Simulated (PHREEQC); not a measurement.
A solution holds 0.00034 mol/kgw PbCl2 and 0.14 mol/kgw KNO3, at 25 °C. Closed to the air; pH follows from the charge balance.

Model: ion-association model, wateq4f.dat, run in PHREEQC.

No solid was allowed to form.

Problem. Predict the pH.

Solution. pH 5.92.

Problem. In which forms is Pb present?

Solution. Pb+2 59 %, PbNO3+ 40 %, PbCl+ 0.5 % of the Pb.

Species that the database lacks are ignored.
